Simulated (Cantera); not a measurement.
# Adiabatic ignition

An adiabatic, constant-pressure homogeneous reactor starts with 3.01 % CH₄, 3.31 % H₂, 19.7 % O₂, 74.0 % N₂, at 1548 K and 0.740 bar.

Cantera simulation using GRI-Mech 3.0 (53 species, 325 reactions); the numbers are that mechanism's predictions, not measurements.

| t (s) | T (K) | x CH₄ | x H₂ | x O₂ | x CH₃ | x CH₂CO | x OH | x HCN |
|---|---|---|---|---|---|---|---|---|
| 2.00e-6 | 1548 | 0.0301 | 0.0331 | 0.197 | 1.85e-7 | <1e-12 | 4.53e-8 | <1e-12 |
| 5.22e-6 | 1548 | 0.0301 | 0.0331 | 0.197 | 8.91e-7 | <1e-12 | 1.45e-7 | <1e-12 |
| 1.36e-5 | 1548 | 0.0301 | 0.0331 | 0.197 | 5.64e-6 | <1e-12 | 5.62e-7 | <1e-12 |
| 3.56e-5 | 1548 | 0.0300 | 0.0330 | 0.197 | 9.19e-5 | 5.98e-11 | 7.60e-6 | <1e-12 |
| 9.28e-5 | 1954 | 6.34e-6 | 0.00560 | 0.124 | 1.68e-6 | 2.78e-6 | 0.0124 | 1.80e-7 |
| 0.000242 | 2160 | <1e-12 | 0.00364 | 0.116 | <1e-12 | <1e-12 | 0.0136 | <1e-12 |
| 0.000632 | 2295 | <1e-12 | 0.00155 | 0.118 | <1e-12 | <1e-12 | 0.0101 | <1e-12 |
| 0.00165 | 2340 | <1e-12 | 0.000833 | 0.119 | <1e-12 | <1e-12 | 0.00774 | <1e-12 |
| 0.00431 | 2342 | <1e-12 | 0.000798 | 0.119 | <1e-12 | <1e-12 | 0.00758 | <1e-12 |
| 0.0112 | 2340 | <1e-12 | 0.000792 | 0.119 | <1e-12 | <1e-12 | 0.00753 | <1e-12 |
| 0.0294 | 2336 | <1e-12 | 0.000779 | 0.118 | <1e-12 | <1e-12 | 0.00741 | <1e-12 |
| 0.0766 | 2329 | <1e-12 | 0.000756 | 0.116 | <1e-12 | <1e-12 | 0.00720 | <1e-12 |
| 0.200 | 2323 | <1e-12 | 0.000738 | 0.114 | <1e-12 | <1e-12 | 0.00703 | <1e-12 |
x: mole fraction; the columns are a selection and need not sum to one.

```json
{
 "time_of_steepest_temperature_rise": "86.3 µs",
 "temperature at 0.200 s": "2323 K",
 "equilibrium_temperature": "2322 K",
 "x(CH₄) at 0.200 s": "<1e-12 (gas-phase equilibrium <1e-12)",
 "x(H₂) at 0.200 s": "0.000738 (gas-phase equilibrium 0.000735)",
 "x(O₂) at 0.200 s": "0.114 (gas-phase equilibrium 0.114)"
}
```
